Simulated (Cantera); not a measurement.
A closed system holds: 1 mol SiO2, 0.19 mol C, 0.29 mol N2, at 0.133 bar.

Equilibrium computed with Cantera from the NASA thermochemical tables; the gas is ideal and each condensed phase is pure. Candidate condensed phases: C, Si, SiC, SiO2, Si2N2O, Si3N4; 34 gas species. N2 is the only nitrogen source here; it is nearly inert below about 1500 K, so the nitride shown seldom forms there in practice. Mutual solubility and eutectic melting of coexisting phases are not modelled. The tables hold silica as quartz up to 1696 K and as liquid above; real silica turns to tridymite and cristobalite and melts near 1996 K. Kinetics and transport are ignored.

What share of the Si ends up in condensed phases as a function of T (K), at 1423, 1523, 1623, 1723, 1823, 1923, 2023, 2123, 2223, 2323, 2423?


```tsv
T (K)	Si condensed (%)	as
1423	100.0	SiO2(β-quartz) + Si2N2O(s)
1523	100.0	SiO2(β-quartz) + Si2N2O(s)
1623	100.0	SiO2(β-quartz) + Si2N2O(s)
1723	99.7	SiO2(condensed) + Si2N2O(s)
1823	97.9	SiO2(condensed) + Si2N2O(s)
1923	82.2	SiO2(condensed) + Si2N2O(s)
2023	81.0	SiO2(l)
2123	81.0	SiO2(l)
2223	80.8	SiO2(l)
2323	80.5	SiO2(l)
2423	79.7	SiO2(l)
```
